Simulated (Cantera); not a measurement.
## Ignition delay

Mixture: CH4 : O2 : N2 = 1 : 1.82 : 6.84 (molar parts), equivalence ratio 1.1, at 24.7 atm, adiabatic and at constant volume. Ignition delay is the time to a rise of 400 K.

Model: GRI-Mech 3.0 (53 species, 325 reactions), integrated in Cantera. The pressure lies above the range GRI-Mech 3.0 was tuned for (to about 10 atm).

```tsv
T0 (K)	delay (ms)
1098	6.46
1173	2.34
1248	0.957
1323	0.424
1398	0.200
1473	0.0988
1548	0.0509
```

```yaml
apparent activation energy between 1398 and 1548 K: 160 kJ/mol
```
